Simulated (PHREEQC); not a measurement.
**Copper plating or etch bath: an equilibrium model**

Make-up at 20 °C: 0.083 mol Cu(NO3)2, 6.2e-05 mol HBF4 and 0.0011 mol KCl per kg of water. Closed to the air; pH follows from the charge balance.

Model: ion-association model, wateq4f.dat, run in PHREEQC.

Each row changes one thing in this solution. No solid was allowed to form.

| case | pH | F- (mol/kgw) | CuF+ (mol/kgw) | HF (mol/kgw) | CuOH+ (mol/kgw) | Cu2(OH)2+2 (mol/kgw) | SI of Tenorite (CuO) | SI of Cu2(OH)3NO3 (Cu2(OH)3NO3) |
|---|---|---|---|---|---|---|---|---|
| as made | 3.74 | 0.000157 | 6.53e-5 | 2.54e-5 | 2.01e-6 | 1.76e-6 | -1.92 | -2.36 |
| temperature from 20 to 30 °C | 3.74 | 0.000151 | 6.75e-5 | 2.92e-5 | 1.98e-6 | 4.63e-6 | -1.55 | -1.96 |
| 0.041 mol/kgw Ni(NO3)2 added | 3.75 | 0.000145 | 5.13e-5 | 2.15e-5 | 1.87e-6 | 1.46e-6 | -1.96 | -2.31 |
| KCl from 0.0011 to 0.00099 mol/kgw | 3.74 | 0.000157 | 6.53e-5 | 2.54e-5 | 2.01e-6 | 1.76e-6 | -1.92 | -2.36 |
| Cu(NO3)2 from 0.083 to 0.415 mol/kgw | 3.72 | 0.000120 | 0.000115 | 1.34e-5 | 7.03e-6 | 9.29e-6 | -1.48 | -0.86 |
| KCl left out | 3.74 | 0.000157 | 6.54e-5 | 2.54e-5 | 2.01e-6 | 1.76e-6 | -1.92 | -2.36 |
| HBF4 from 6.2e-05 to 1.24e-05 mol/kgw | 4.19 | 3.37e-5 | 1.40e-5 | 1.94e-6 | 5.64e-6 | 1.39e-5 | -1.02 | -1.02 |

The ionic strength passes 0.7 mol/kgw, the rough limit of the ion-association models, in Cu(NO3)2 from 0.083 to 0.415 mol/kgw. Complexes and solids missing from the database can't appear. Real BF4- forms and hydrolyses slowly; the run takes it at equilibrium.
